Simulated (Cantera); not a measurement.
A Cantera script and its output.

```python
import numpy as np
import cantera as ct

gas = ct.Solution("gri30.yaml")
gas.TPX = 1400, 110000, {'CH4': 1.5, 'C2H6': 0.053, 'O2': 1.04, 'N2': 3.91}
reactor = ct.IdealGasReactor(gas, energy="on", clone=False)
net = ct.ReactorNet([reactor])
net.rtol, net.atol = 1e-08, 1e-16
show = ['CH4', 'C2H6', 'O2', 'O', 'HCN']
times = np.geomspace(1e-05, 1, 11)

steps = ct.SolutionArray(gas, extra=["t"])
rows = []
print(f"{'t/s':>10s}{'T/K':>9s}{'P/Pa':>11s}" + "".join(f"{s:>11s}" for s in show))
for t in times:
    while net.time < t:
        t_next = net.step()
        steps.append(gas.state, t=t_next)
    rows.append([np.interp(t, steps.t, y) for y in (steps.T, steps.P, *steps(*show).X.T)])
    print(f"{t:10.3e}{rows[-1][0]:9.1f}{rows[-1][1]:11.4g}" + "".join(f"{x:11.3e}" for x in rows[-1][2:]))
rate = np.gradient(steps.T, steps.t)
print("integrator steps:", len(steps.t))
if steps.T.max() > steps.T[0] + 200:
    print(f"time of steepest temperature rise: {steps.t[rate.argmax()]:.4e} s")
gas.TPX = 1400, 110000, {'CH4': 1.5, 'C2H6': 0.053, 'O2': 1.04, 'N2': 3.91}
gas.equilibrate("UV")
print(f"equilibrium (UV): T = {gas.T:.1f} K  " + "  ".join(f"{s} {gas[s].X[0]:.3e}" for s in show))
```

It prints:

```
       t/s      T/K       P/Pa        CH4       C2H6         O2          O        HCN
 1.000e-05   1399.9    1.1e+05  2.307e-01  8.140e-03  1.599e-01  4.649e-09  1.247e-18
 3.162e-05   1399.7    1.1e+05  2.306e-01  8.115e-03  1.599e-01  1.544e-08  1.642e-17
 1.000e-04   1399.5    1.1e+05  2.305e-01  8.040e-03  1.598e-01  4.836e-08  3.977e-16
 3.162e-04   1401.3  1.101e+05  2.299e-01  7.875e-03  1.594e-01  7.714e-08  6.134e-15
 1.000e-03   1414.8  1.114e+05  2.261e-01  7.359e-03  1.568e-01  1.513e-07  6.935e-14
 3.162e-03   2202.7  2.195e+05  3.827e-03  9.060e-07  5.656e-08  3.616e-07  7.861e-05
 1.000e-02   2180.7  2.272e+05  1.023e-03  5.096e-08  1.370e-08  1.810e-07  1.301e-04
 3.162e-02   2173.7   2.28e+05  1.266e-05  8.103e-12  1.014e-08  1.527e-07  5.704e-05
 1.000e-01   2173.8   2.28e+05  1.146e-08  8.307e-18  1.017e-08  1.535e-07  1.516e-05
 3.162e-01   2173.8  2.281e+05  8.893e-09  5.331e-18  1.018e-08  1.536e-07  4.704e-06
 1.000e+00   2173.9  2.281e+05  8.673e-09  5.107e-18  1.019e-08  1.537e-07  2.294e-06
integrator steps: 2355
time of steepest temperature rise: 2.2300e-03 s
equilibrium (UV): T = 2173.9 K  CH4 9.996e-09  C2H6 6.507e-18  O2 1.019e-08  O 1.537e-07  HCN 2.111e-06
```

Detailed kinetics in Cantera: GRI-Mech 3.0 (53 species, 325 reactions).
